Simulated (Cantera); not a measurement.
Input: 1 mol CuO, 1 mol CO, 0.33 mol N2, at 1225 °C and 0.130 bar.

These are equilibrium values from Cantera (NASA tables, ideal gas, pure condensed phases), not measurements of a reactor. Candidate condensed phases: C, Cu, CuO, Cu2O; 27 gas species. The numbers say what is thermodynamically allowed, not how fast it happens.

Base state: CO2 0.751, N2 0.248, CO 0.000589, O2 0.000282, Cu 6.12e-5, NO 2.49e-5 (mole fractions); condensed: Cu(l).

### Question
What changes in the equilibrium state with this change: temperature from 1225 °C to 2127 °C?

### Answer
| species | before | after |
|---|---|---|
| Cu | 6.12e-5 | 0.402 |
| CO2 | 0.751 | 0.318 |
| N2 | 0.248 | 0.134 |
| CO | 0.000589 | 0.0924 |
| O2 | 0.000282 | 0.0409 |
| Cu2 | 2.37e-8 | 0.00281 |
| CuO | 7.51e-8 | 0.00226 |
| O | 1.84e-7 | 0.00487 |
| Cu(l), mol | 1.000 | 0 |
